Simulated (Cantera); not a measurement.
**Moist CO burnout**

An isothermal, constant-pressure homogeneous reactor starts with CO : O₂ : H₂O : N₂ = 0.019 : 0.024 : 0.0042 : 1 (molar parts), equivalence ratio 0.40, at 1073 K and 0.987 atm.

Cantera simulation using GRI-Mech 3.0 (53 species, 325 reactions); the numbers are that mechanism's predictions, not measurements.

```csv
t (s),x CO,x O₂,x H₂O,x NO,x H₂,x HO₂,x CO₂
0.000100,0.0181,0.0229,0.00401,<1e-12,<1e-12,1.11e-12,2.22e-10
0.000316,0.0181,0.0229,0.00401,<1e-12,<1e-12,2.67e-11,7.96e-10
0.00100,0.0181,0.0229,0.00401,<1e-12,9.84e-12,4.35e-10,3.88e-9
0.00316,0.0181,0.0229,0.00401,<1e-12,2.08e-10,7.33e-9,4.20e-8
0.0100,0.0181,0.0229,0.00401,<1e-12,6.01e-8,9.23e-7,6.53e-6
0.0316,0.0109,0.0193,0.00396,2.80e-8,4.98e-5,4.55e-6,0.00728
0.100,0.00240,0.0152,0.00402,6.53e-8,1.42e-5,2.50e-6,0.0159
0.316,0.000311,0.0141,0.00404,7.34e-8,1.51e-6,8.65e-7,0.0180
1.00,2.42e-5,0.0140,0.00405,7.03e-8,8.03e-8,1.24e-7,0.0183
```
x: mole fraction; the columns are a selection and need not sum to one.

Equilibrium at this temperature and pressure: CO 9.58e-11, O₂ 0.0140, H₂O 0.00405, NO 1.90e-5, H₂ 2.29e-11, HO₂ 7.28e-11, CO₂ 0.0183 (gas phase only).
